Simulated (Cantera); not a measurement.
An adiabatic, constant-pressure homogeneous reactor starts with CH3OH : O2 : N2 = 1 : 1.15 : 4.34 (molar parts), at 1198 K and 0.395 atm. Integrator tolerance rtol = 1e-08.

Model: GRI-Mech 3.0 (53 species, 325 reactions), integrated in Cantera. GRI-Mech 3.0 was tuned for natural gas; its chemistry of methanol as a main component is partial and can be far from experiment.

**Question.** What does this change do: pressure from 0.395 atm to 1.00 atm?

**Answer.** 
| quantity | before | after |
|---|---|---|
| time of steepest temperature rise | 21.5 ms | 9.22 ms |
| temperature at 0.700 s | 2553 K | 2605 K |
| equilibrium temperature | 2553 K | 2605 K |
| x(CH3OH) at 0.700 s | <1e-12 (gas-phase equilibrium <1e-12) | <1e-12 (gas-phase equilibrium <1e-12) |
| x(O2) at 0.700 s | 0.00471 (gas-phase equilibrium 0.00471) | 0.00339 (gas-phase equilibrium 0.00339) |
| x(CH3) at 0.700 s | <1e-12 (gas-phase equilibrium <1e-12) | <1e-12 (gas-phase equilibrium <1e-12) |
| x(C2H) at 0.700 s | <1e-12 (gas-phase equilibrium <1e-12) | <1e-12 (gas-phase equilibrium <1e-12) |
| x(HCN) at 0.700 s | 1.56e-9 (gas-phase equilibrium 1.56e-9) | 3.57e-9 (gas-phase equilibrium 3.57e-9) |

**Question.** What does this change do: pressure from 0.395 atm to 9.87 atm?

**Answer.** 
```tsv
quantity	before	after
time of steepest temperature rise	21.5 ms	1.45 ms
temperature at 0.700 s	2553 K	2708 K
equilibrium temperature	2553 K	2708 K
x(CH3OH) at 0.700 s	<1e-12 (gas-phase equilibrium <1e-12)	<1e-12 (gas-phase equilibrium <1e-12)
x(O2) at 0.700 s	0.00471 (gas-phase equilibrium 0.00471)	0.00109 (gas-phase equilibrium 0.00109)
x(CH3) at 0.700 s	<1e-12 (gas-phase equilibrium <1e-12)	2.70e-12 (gas-phase equilibrium 3.14e-12)
x(C2H) at 0.700 s	<1e-12 (gas-phase equilibrium <1e-12)	<1e-12 (gas-phase equilibrium <1e-12)
x(HCN) at 0.700 s	1.56e-9 (gas-phase equilibrium 1.56e-9)	2.82e-8 (gas-phase equilibrium 2.82e-8)
```

**Question.** What does this change do: initial temperature 1198 to 1050 K?

**Answer.** 
| quantity | before | after |
|---|---|---|
| time of steepest temperature rise | 21.5 ms | 0.353 s |
| temperature at 0.700 s | 2553 K | 2494 K |
| equilibrium temperature | 2553 K | 2494 K |
| x(CH3OH) at 0.700 s | <1e-12 (gas-phase equilibrium <1e-12) | <1e-12 (gas-phase equilibrium <1e-12) |
| x(O2) at 0.700 s | 0.00471 (gas-phase equilibrium 0.00471) | 0.00309 (gas-phase equilibrium 0.00309) |
| x(CH3) at 0.700 s | <1e-12 (gas-phase equilibrium <1e-12) | <1e-12 (gas-phase equilibrium <1e-12) |
| x(C2H) at 0.700 s | <1e-12 (gas-phase equilibrium <1e-12) | <1e-12 (gas-phase equilibrium <1e-12) |
| x(HCN) at 0.700 s | 1.56e-9 (gas-phase equilibrium 1.56e-9) | 1.37e-9 (gas-phase equilibrium 1.37e-9) |
